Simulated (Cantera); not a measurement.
Input: 1 mol TEOS, 2.4 mol O2, 48 mol N2, at 37.5 Torr.

Cantera equilibrium calculation (NASA polynomials, part measured and part estimated; ideal gas, pure solids and liquids). Candidate condensed phases: C, C6H6, C7H8, C8H18, H2O, Si, SiC, SiO2, Si2N2O, Si3N4; 151 gas species. The feed counts by its element totals alone. N2 is the only nitrogen source here; it is nearly inert below about 1500 K, so the nitride shown seldom forms there in practice. Mutual solubility and eutectic melting of coexisting phases are not modelled. The tables hold silica as quartz up to 1696 K and as liquid above; real silica turns to tridymite and cristobalite and melts near 1996 K. Equilibrium is a limit: real reactors are often held back by kinetics, nucleation or transport.

Question: Which condensed phases are stable at each of these points (T (K)): 723, 823, 923, 1023, 1123, 1223, 1323, 1423?

Answer: 
```csv
T (K),condensed phases,Si condensed (%)
723,C(graphite) + SiO2(α-quartz),100.0
823,C(graphite) + SiO2(α-quartz),100.0
923,C(graphite) + SiO2(β-quartz),100.0
1023,C(graphite) + SiO2(β-quartz),100.0
1123,C(graphite) + SiO2(β-quartz),100.0
1223,SiO2(β-quartz) + Si2N2O(s),100.0
1323,SiO2(β-quartz) + Si2N2O(s),100.0
1423,SiO2(β-quartz) + Si2N2O(s),99.9
```

From 723 K to 823 K the condensed part is C(graphite) + SiO2(α-quartz). From 923 K to 1123 K the condensed part is C(graphite) + SiO2(β-quartz). From 1223 K to 1423 K the condensed part is SiO2(β-quartz) + Si2N2O(s).
